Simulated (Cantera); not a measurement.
A diamond (100) surface in a fixed gas of H2 with x(CH4) = 0.0023, x(H) = 0.0012, at 900 K, 0.0200 bar; coverages are run to steady state.

Model: the Harris–Goodwin 1993 mechanism for the reconstructed diamond (100) surface, integrated in Cantera.

One state of this run: growth (µm/h) = 3.04; θ c6HH = 0.401; θ c6H* = 0.00595; θ c6*H = 0.167; θ c6** = 0.00206; θ c6HM = 0.342. θ: site fractions in the mechanism's names (c6HH fully hydrogenated, c6H* and c6*H radical sites, c6** diradical, c6HM methylated).

Which value of x(CH3) does it belong to?
(A) 1.3e-05
(B) 7.1e-05
(C) 0.00092
(D) 0.00039

C, 0.00092
